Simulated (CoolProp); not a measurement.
The fluid at 354.34 K and 0.00784 MPa expands adiabatically to 0.000524 MPa with isentropic efficiency 0.85. The same conditions are run with several fluids, on thermodynamics alone (safety and materials aside).

Computed with CoolProp (reference Helmholtz-energy equation of state of each fluid (p-xylene: Zhou 2012; R365MFC: Lemmon 2016; hexamethyldisiloxane (MM): Thol 2016; tetrahydrofuran: Fiedler 2023; R404A: Lemmon 2003)). Blends and air are pseudo-pure fits.

**Question.** Rank p-xylene, R365MFC, hexamethyldisiloxane (MM), tetrahydrofuran, R404A by work (kJ/kg), highest first.

**Answer.** tetrahydrofuran (82.4), R404A (61.3), p-xylene (58.8), R365MFC (42.6), hexamethyldisiloxane (MM) (39.9)

| fluid | final temperature (K) | final density (kg/m³) |
|---|---|---|
| p-xylene | 309.3 | 0.0216 |
| R365MFC | 313.7 | 0.0298 |
| hexamethyldisiloxane (MM) | 329.1 | 0.0311 |
| tetrahydrofuran | 282.1 | 0.0161 |
| R404A | 286.3 | 0.0215 |
